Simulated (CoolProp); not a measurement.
Vapour-liquid equilibrium of n-hexane (1) + dimethyl carbonate (2) at 306.7 K; x and y are mole fractions of (1).

Values from CoolProp's multi-fluid Helmholtz-energy mixture model, Thol 2019 and Zhou 2011; pair parameters Bell 2016.

```json
[
 {"x": "0.05", "bubble pressure, mixture model (MPa)": "0.01848", "bubble pressure, Raoult's law (MPa)": "0.01199", "y, mixture model": "0.424", "y, Raoult's law": "0.120"},
 {"x": "0.15", "bubble pressure, mixture model (MPa)": "0.02612", "bubble pressure, Raoult's law (MPa)": "0.01377", "y, mixture model": "___", "y, Raoult's law": "0.315"},
 {"x": "0.25", "bubble pressure, mixture model (MPa)": "___", "bubble pressure, Raoult's law (MPa)": "0.01554", "y, mixture model": "0.672", "y, Raoult's law": "0.464"},
 {"x": "0.35", "bubble pressure, mixture model (MPa)": "0.03023", "bubble pressure, Raoult's law (MPa)": "0.01732", "y, mixture model": "0.693", "y, Raoult's law": "0.583"},
 {"x": "0.45", "bubble pressure, mixture model (MPa)": "0.03071", "bubble pressure, Raoult's law (MPa)": "0.01910", "y, mixture model": "0.704", "y, Raoult's law": "0.680"},
 {"x": "0.55", "bubble pressure, mixture model (MPa)": "0.03104", "bubble pressure, Raoult's law (MPa)": "0.02087", "y, mixture model": "0.715", "y, Raoult's law": "0.761"},
 {"x": "0.65", "bubble pressure, mixture model (MPa)": "0.03133", "bubble pressure, Raoult's law (MPa)": "0.02265", "y, mixture model": "0.731", "y, Raoult's law": "0.828"},
 {"x": "0.75", "bubble pressure, mixture model (MPa)": "0.03153", "bubble pressure, Raoult's law (MPa)": "0.02443", "y, mixture model": "0.759", "y, Raoult's law": "0.886"},
 {"x": "0.85", "bubble pressure, mixture model (MPa)": "0.03133", "bubble pressure, Raoult's law (MPa)": "0.02620", "y, mixture model": "___", "y, Raoult's law": "0.936"},
 {"x": "0.95", "bubble pressure, mixture model (MPa)": "0.03014", "bubble pressure, Raoult's law (MPa)": "0.02798", "y, mixture model": "0.914", "y, Raoult's law": "0.980"}
]
```

### Question
What belongs in the gaps?

### Answer

- 0.15, y, mixture model: 0.619
- 0.25, bubble pressure, mixture model (MPa): 0.02909
- 0.85, y, mixture model: 0.813

The largest gap from Raoult's law is +89.7 % in bubble pressure, at x = 0.15. y crosses x between x = 0.75 and 0.85: the model has an azeotrope there.

The pair parameters rest on a limited set of measurements; away from them the model extrapolates. With so large a gap from Raoult's law the liquid may split in two, which this calculation doesn't test in full.
